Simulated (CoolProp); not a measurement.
Vapour-liquid equilibrium of carbon dioxide (1) + propane (2) at -43.85 °C; x and y are mole fractions of (1).

The numbers come from the multi-fluid Helmholtz-energy mixture model, Span 1996 and Lemmon 2009; pair parameters Kunz 2012 in CoolProp.

Problem. Give the bubble pressure and the first vapour's composition at x = 0.275, 0.725, 0.95. Is there an azeotrope?

Solution. x = 0.275: 5.216 bar, y = 0.848; x = 0.725: 7.723 bar, y = 0.924; x = 0.95: 8.499 bar, y = 0.974. No azeotrope shows between x = 0.05 and 0.95.

The pair parameters rest on a limited set of measurements; away from them the model extrapolates. With so large a gap from Raoult's law the liquid may split in two, which this calculation doesn't test in full.
